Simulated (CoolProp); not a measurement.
A simple Rankine cycle with isohexane: condensing at 319.15 K, boiler at 1.83 MPa, turbine inlet 479 K, turbine efficiency 0.8, pump efficiency 0.7, no recuperator. Each further row changes one setting.

Values from CoolProp's reference Helmholtz-energy equation of state, Lemmon 2006. It is a short technical equation, of lower accuracy than the large ones.

```tsv
case	thermal efficiency (%)	net work (kJ/kg)	heat in (kJ/kg)	turbine exit temperature (K)	volume ratio over the turbine
as stated	15.9	?	619	?	36.1
turbine inlet 499 K	?	?	678	436.1	33.6
condensing temperature 311.15 K	16.8	107	638	?	?
boiler pressure 1.28 MPa	14.6	93.5	?	425.3	22.2
turbine efficiency 0.7	13.8	85.5	619	419.1	36.6
```

Task: Some entries are withheld; supply them.

Result: 
- as stated, net work (kJ/kg): 98.3
- as stated, turbine exit temperature (K): 413.3
- turbine inlet 499 K, thermal efficiency (%): 15.6
- turbine inlet 499 K, net work (kJ/kg): 106
- condensing temperature 311.15 K, turbine exit temperature (K): 409.0
- condensing temperature 311.15 K, volume ratio over the turbine: 47.9
- boiler pressure 1.28 MPa, heat in (kJ/kg): 641
